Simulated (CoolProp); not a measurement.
A Linde-Hampson liquefier for normal hydrogen: isothermal reversible compression at 290 K from 1 atm to 40 MPa, throttling to 1 atm, return gas leaving the recuperator 2 K below the feed. Each further row changes one setting.

Model: reference Helmholtz-energy equation of state, Leachman 2009, in CoolProp.

```csv
case,compression work (kJ/kg of gas)
as stated,7450
high pressure 80 MPa,8590
warm-end temperature 320 K,8200
warm-end gap 7 K,7450
```
